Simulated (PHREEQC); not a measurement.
Solution (20 °C): 100 mmol/kgw NH3, 0.43 mmol/kgw H4SiO4 and 0.036 mmol/kgw (CH3)4NCl. Closed to the air; pH follows from the charge balance.

All values are PHREEQC results (ion-association model, phreeqc.dat), not measurements.

Each row changes one thing in this solution. This is a speciation only: nothing precipitates in the calculation.

```
case                                                   pH  ionic strength (mol/kgw)  NH4+ (mol/kgw)
--------------------------------------------------  -----  ------------------------  --------------
as made                                             11.21                   0.00162         0.00158
0.0012 mol/kgw LiF added                            11.21                   0.00284         0.00160
H4SiO4 replaced by (NH4)2SiF6 at the same molality  10.87                   0.00355         0.00351
temperature from 20 to 5 °C                           [?]                   0.00153         0.00149
H4SiO4 from 0.00043 to 0.000645 mol/kgw               [?]                   0.00175         0.00171
H4SiO4 left out                                       [?]                   0.00139         0.00136
diluted 100-fold with water                           [?]                  0.000126        0.000126
0.0069 mol/kgw BaCl2 added                            [?]                    0.0224         0.00175
diluted 2-fold with water                           11.08                   0.00108         0.00106
```

Problem. Some entries are withheld; supply them.

Solution. 
- temperature from 20 to 5 °C, pH: 11.74
- H4SiO4 from 0.00043 to 0.000645 mol/kgw, pH: 11.18
- H4SiO4 left out, pH: 11.28
- diluted 100-fold with water, pH: 10.25
- 0.0069 mol/kgw BaCl2 added, pH: 11.22

Species that the database lacks are ignored. (CH3)4N+ isn't in the database: it is added as a free cation with an ion size of 4 Å. Constants without temperature data keep their 25 °C values here. SiF6-2 is the database's only silicon fluoride.
